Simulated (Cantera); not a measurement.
An isothermal, constant-pressure homogeneous reactor starts with 19.6 % CH4, 78.3 % H2O, 2.15 % H2, at 1325 K and 0.510 bar.

Model: GRI-Mech 3.0 (53 species, 325 reactions), integrated in Cantera.

Q: Predict: x(CH4) at 200 s; x(H2O) at 200 s; x(H2) at 200 s; x(C2H2) at 200 s.

A: 
```json
{
  "x(CH4) at 200 s": "0.0721 (gas-phase equilibrium 3.51e-7)",
  "x(H2O) at 200 s": "0.589 (gas-phase equilibrium 0.380)",
  "x(H2) at 200 s": "0.265 (gas-phase equilibrium 0.479)",
  "x(C2H2) at 200 s": "0.0166 (gas-phase equilibrium <1e-12)"
}
```
